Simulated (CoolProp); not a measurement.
Model: reference Helmholtz-energy equation of state, Gao 2020, in CoolProp.

### Question
For ammonia, give the phase and the cp (kJ/(kg K)), cv (kJ/(kg K)), isothermal compressibility (1/MPa) at 140.05 °C and 23.7 bar; 140.05 °C and 260 bar; 140.05 °C and 284 bar.

### Answer
- 140.05 °C and 23.7 bar: gas; cp 2.69, cv 1.97, isothermal compressibility 0.458
- 140.05 °C and 260 bar: supercritical; cp 6.14, cv 2.71, isothermal compressibility 0.00944
- 140.05 °C and 284 bar: supercritical; cp 5.88, cv 2.69, isothermal compressibility 0.00804
